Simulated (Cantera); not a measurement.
A closed system holds: 1 mol C3H6, 0.77 mol CO2, held at 2450 °C and 0.0975 Torr.

Cantera equilibrium calculation (NASA polynomials, part measured and part estimated; ideal gas, pure solids and liquids). Candidate condensed phases: C, C6H6, C7H8, C8H18, H2O; 110 gas species. Rates play no part.

Base state: H 0.691, CO 0.186, C3 0.0757, C 0.0200, H2 0.0162, C2 0.00777, C2H 0.00172, C5 0.000484 (mole fractions); condensed: gas only.

What changes in the equilibrium state with this change: pressure from 0.0975 Torr to 7.50 Torr?


| species | before | after |
|---|---|---|
| H | 0.691 | 0.365 |
| H2 | 0.0162 | 0.347 |
| CO | 0.186 | 0.277 |
| C | 0.0200 | 0.000278 |
| C3 | 0.0757 | 0.00119 |
| C2 | 0.00777 | 0.000115 |
| C4 | 0.000101 | 1.70e-6 |
| C5 | 0.000484 | 8.67e-6 |
| C4H2 | 3.41e-6 | 9.46e-5 |
| C2H2 (acetylene) | 0.000364 | 0.00888 |
| C(graphite), mol | 0 | 2.09 |

What changes in the equilibrium state with this change: temperature from 2450 °C to 1202 °C?


| species | before | after |
|---|---|---|
| H2 | 0.0162 | 0.660 |
| CO | 0.186 | 0.339 |
| H | 0.691 | 0.000924 |
| C3 | 0.0757 | <1e-9 |
| C | 0.0200 | <1e-9 |
| C2 | 0.00777 | <1e-9 |
| C2H | 0.00172 | <1e-9 |
| C(graphite), mol | 0 | 2.23 |
